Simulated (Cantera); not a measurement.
Mixture: C3H8 : O2 : N2 = 1 : 3.33 : 12.5 (molar parts), at 0.375 atm, adiabatic and at constant volume. Ignition delay is the time to a rise of 400 K.

Computed with Cantera and GRI-Mech 3.0 (53 species, 325 reactions). GRI-Mech 3.0 was tuned for natural gas; its chemistry of propane as a main component is partial and can be far from experiment.

Question: Predict: delay at 1125 K; delay at 1325 K; delay at 1525 K; delay at 1725 K; apparent activation energy between 1625 and 1825 K.

Answer: 
```json
{
 "delay at 1125 K": "46.5 ms",
 "delay at 1325 K": "1.02 ms",
 "delay at 1525 K": "0.113 ms",
 "delay at 1725 K": "33.7 µs",
 "apparent activation energy between 1625 and 1825 K": "110 kJ/mol"
}
```
